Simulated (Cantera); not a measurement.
A closed system holds: 1 mol CH₃SiH₃, 290 mol H₂, at 1123 K and 10.0 mbar.

Cantera equilibrium calculation (NASA polynomials, part measured and part estimated; ideal gas, pure solids and liquids). Candidate condensed phases: C, C₆H₆, C₇H₈, C₈H₁₈, Si, SiC; 87 gas species. The feed counts by its element totals alone. Rates play no part.

Base state: H₂ 1.000 (mole fractions); condensed: SiC(s).

Problem. What changes in the equilibrium state with this change: temperature from 1123 K to 2450 K?

Solution. 
```
species            before     after
----------------  -------  --------
H₂                  1.000     0.814
H                 4.26e-7     0.181
Si                  <1e-9   0.00287
C₂H₂ (acetylene)    <1e-9   0.00139
SiC₂                <1e-9  0.000126
SiH                 <1e-9   7.40e-5
SiC(s), mol         1.000         0
```
